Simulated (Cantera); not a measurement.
A closed system holds: 1 mol MgO, 3.8 mol CO, 3.7 mol H₂, at 0.0100 bar.

Cantera equilibrium calculation (NASA polynomials, part measured and part estimated; ideal gas, pure solids and liquids). Candidate condensed phases: C, C₆H₆, C₇H₈, C₈H₁₈, H₂O, Mg, MgCO₃, MgO, Mg(OH)₂; 116 gas species. The tables' values for MgH are old estimates; treat these amounts as uncertain. Equilibrium is a limit: real reactors are often held back by kinetics, nucleation or transport.

log p: log10 of the partial pressure in bar; n: condensed amount in mol.

| T (K) | log p H₂ | log p CO | log p Mg | log p CO₂ | log p H₂O | log p H | n C(graphite) | n MgO(s) |
|---|---|---|---|---|---|---|---|---|
| 800 | -2.28 | -2.48 | <-14 | -2.97 | -3.40 | -12.68 | 0.934 | 1.00 |
| 950 | -2.31 | -2.30 | <-14 | -4.38 | -4.64 | -10.41 | 0.0452 | 1.00 |
| 1100 | -2.31 | -2.30 | -11.84 | -5.65 | -5.65 | -8.74 | 0.00272 | 1.00 |
| 1250 | -2.31 | -2.30 | -8.27 | -6.61 | -6.42 | -7.47 | 0 | 1.000 |
| 1400 | -2.31 | -2.30 | -6.18 | -6.66 | -6.33 | -6.47 | 0 | 1.000 |
| 1550 | -2.31 | -2.30 | -5.31 | -5.88 | -5.45 | -5.66 | 0 | 0.996 |
| 1700 | -2.31 | -2.30 | -4.61 | -5.24 | -4.72 | -4.99 | 0 | 0.981 |
| 1850 | -2.32 | -2.30 | -4.02 | -4.71 | -4.12 | -4.43 | 0 | 0.928 |
| 2000 | -2.35 | -2.32 | -3.54 | -4.26 | -3.63 | -3.96 | 0 | … |
| 2150 | -2.42 | -2.35 | -3.14 | -3.87 | -3.23 | -3.59 | 0 | … |
| 2300 | -2.51 | -2.38 | -2.95 | -3.67 | -3.05 | -3.27 | 0 | … |

Q: Fill in the missing entries.

A: 
- 2000, n MgO(s): 0.774
- 2150, n MgO(s): 0.403
- 2300, n MgO(s): 0
